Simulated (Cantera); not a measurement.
# Hydrocarbon pyrolysis for carbon deposition

An isothermal, constant-pressure homogeneous reactor starts with 43.5 % C2H6, 56.5 % H2, at 1975 K and 1.00 atm.

Detailed kinetics in Cantera: GRI-Mech 3.0 (53 species, 325 reactions). GRI-Mech 3.0 stops at C3 and has no aromatics, soot or wall deposition, so with more carbon than oxygen in the feed, carbon stays in small species such as C2H2 where larger ones or solid carbon would form.

```tsv
t (s)	x C2H6	x H2	x C2H4	x H	x CH4	x C2H2
6.00e-6	0.00829	0.541	0.102	0.00253	0.248	0.0720
1.63e-5	0.00123	0.574	0.0619	0.00115	0.235	0.117
4.45e-5	0.000461	0.600	0.0272	0.000829	0.214	0.152
0.000121	0.000336	0.629	0.00728	0.000887	0.182	0.176
0.000330	0.000183	0.667	0.00351	0.000961	0.132	0.193
0.000899	6.25e-5	0.710	0.00198	0.00105	0.0753	0.210
0.00245	1.39e-5	0.740	0.00146	0.00113	0.0345	0.222
0.00667	2.61e-6	0.755	0.00137	0.00117	0.0143	0.227
0.0182	7.91e-7	0.761	0.00137	0.00119	0.00702	0.229
0.0495	5.97e-7	0.762	0.00137	0.00120	0.00575	0.230
0.135	5.94e-7	0.762	0.00137	0.00120	0.00572	0.230
0.367	5.94e-7	0.762	0.00137	0.00120	0.00572	0.230
1.00	5.94e-7	0.762	0.00137	0.00120	0.00572	0.230
```
x: mole fraction; the columns are a selection and need not sum to one.

Equilibrium at this temperature and pressure: C2H6 5.94e-7, H2 0.762, C2H4 0.00137, H 0.00120, CH4 0.00572, C2H2 0.230 (gas phase only).
